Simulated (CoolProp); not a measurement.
Vapour-liquid equilibrium of isobutene (1) + acetone (2) at 0.479 bar; x and y are mole fractions of (1).

The numbers come from the multi-fluid Helmholtz-energy mixture model, Lemmon 2005 and Lemmon 2006; pair parameters Bell 2016 in CoolProp.

Question: Give the bubble temperature and the first vapour's composition at x = 0.125, 0.2, 0.725. Is there an azeotrope?

Answer: x = 0.125: 271.7 K, y = 0.836; x = 0.2: 263.3 K, y = 0.903; x = 0.725: 251.8 K, y = 0.964. No azeotrope shows between x = 0.05 and 0.95.

The pair parameters rest on a limited set of measurements; away from them the model extrapolates. With so large a gap from Raoult's law the liquid may split in two, which this calculation doesn't test in full.
